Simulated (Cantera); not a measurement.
A freely propagating, adiabatic, planar premixed flame of CO : H2 : O2 : N2 = 1 : 0.15 : 0.479 : 1.8 (molar parts), equivalence ratio 1.2, unburnt at 648 K and 1000000 Pa; mixture-averaged transport, grid criteria slope 0.08 and curve 0.16, no radiation.

Cantera simulation using GRI-Mech 3.0 (53 species, 325 reactions); the numbers are that mechanism's predictions, not measurements. The hydrogen kinetics of GRI-Mech 3.0 are dated; newer H2 mechanisms differ, most at raised pressure. Burning velocities carry a grid error of a few per cent, more on coarse grids.

Problem. Predict: laminar burning velocity; thermal thickness; peak x(OH); peak x(O).

Solution. 
```json
{
 "laminar_burning_velocity": "163 cm/s",
 "thermal_thickness": "0.0510 mm",
 "peak x(OH)": "0.00697",
 "peak x(O)": "0.00875"
}
```
